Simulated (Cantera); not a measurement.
What does this Cantera script print?

```python
import numpy as np
import cantera as ct

gas = ct.Solution("h2o2.yaml")
gas.TPX = 900, 1333, {'H2': 0.17, 'O2': 1, 'N2': 0.15}
reactor = ct.IdealGasConstPressureReactor(gas, energy="off", clone=False)
net = ct.ReactorNet([reactor])
net.rtol, net.atol = 1e-08, 1e-18
show = ['H2', 'O2', 'H', 'OH', 'H2O2', 'HO2', 'O']
times = np.geomspace(1e-05, 200, 14)

steps = ct.SolutionArray(gas, extra=["t"])
rows = []
print(f"{'t/s':>10s}{'T/K':>9s}{'P/Pa':>11s}" + "".join(f"{s:>11s}" for s in show))
for t in times:
    while net.time < t:
        t_next = net.step()
        steps.append(gas.state, t=t_next)
    rows.append([np.interp(t, steps.t, y) for y in (steps.T, steps.P, *steps(*show).X.T)])
    print(f"{t:10.3e}{rows[-1][0]:9.1f}{rows[-1][1]:11.4g}" + "".join(f"{x:11.3e}" for x in rows[-1][2:]))
rate = np.gradient(steps.T, steps.t)
print("integrator steps:", len(steps.t))
if steps.T.max() > steps.T[0] + 200:
    print(f"time of steepest temperature rise: {steps.t[rate.argmax()]:.4e} s")
gas.TPX = 900, 1333, {'H2': 0.17, 'O2': 1, 'N2': 0.15}
gas.equilibrate("TP")
print(f"equilibrium (TP): T = {gas.T:.1f} K  " + "  ".join(f"{s} {gas[s].X[0]:.3e}" for s in show))
```

Output:

```
       t/s      T/K       P/Pa         H2         O2          H         OH       H2O2        HO2          O
 1.000e-05    900.0       1333  1.288e-01  7.576e-01  4.454e-13  5.760e-15  7.783e-19  4.516e-13  6.081e-15
 3.644e-05    900.0       1333  1.288e-01  7.576e-01  1.582e-12  6.420e-14  1.025e-17  1.648e-12  7.678e-14
 1.328e-04    900.0       1333  1.288e-01  7.576e-01  5.619e-12  5.419e-13  1.368e-16  6.040e-12  9.146e-13
 4.840e-04    900.0       1333  1.288e-01  7.576e-01  2.611e-11  3.974e-12  1.840e-15  2.252e-11  1.062e-11
 1.764e-03    900.0       1333  1.288e-01  7.576e-01  6.626e-10  1.167e-10  2.817e-14  1.127e-10  3.667e-10
 6.428e-03    900.0       1333  1.287e-01  7.575e-01  3.228e-05  5.752e-06  3.204e-10  1.515e-06  1.804e-05
 2.343e-02    900.0       1333  2.450e-03  7.371e-01  2.678e-03  1.019e-03  3.843e-07  1.405e-05  3.209e-03
 8.537e-02    900.0       1333  1.968e-04  7.407e-01  1.397e-05  1.141e-04  1.822e-07  3.781e-06  1.455e-04
 3.111e-01    900.0       1333  2.428e-05  7.409e-01  4.349e-07  3.514e-05  7.637e-08  7.523e-07  1.442e-05
 1.134e+00    900.0       1333  2.002e-06  7.409e-01  1.699e-08  1.249e-05  2.681e-08  1.089e-07  1.638e-06
 4.132e+00    900.0       1333  9.813e-08  7.409e-01  8.460e-10  4.729e-06  8.859e-09  1.587e-08  2.275e-07
 1.506e+01    900.0       1333  6.280e-09  7.409e-01  6.804e-11  2.050e-06  3.047e-09  3.125e-09  4.308e-08
 5.488e+01    900.0       1333  1.137e-09  7.409e-01  7.472e-12  9.798e-07  1.076e-09  7.634e-10  9.917e-09
 2.000e+02    900.0       1333  2.627e-10  7.409e-01  9.241e-13  4.876e-07  3.615e-10  2.162e-10  2.466e-09
integrator steps: 1995
equilibrium (TP): T = 900.0 K  H2 4.459e-12  O2 7.409e-01  H 2.152e-15  OH 6.228e-08  H2O2 9.311e-12  HO2 1.617e-10  O 4.040e-11
```

Cantera simulation using the H2/O2 subset of GRI-Mech 3.0, which has no nitrogen chemistry; the numbers are that mechanism's predictions, not measurements. Radical loss at walls, strong at low pressure, is not modelled. Below about 950 K walls govern HO2 and H2O2 in real vessels. The temperature is held fixed by assumption; the heat of reaction is taken as removed at once.
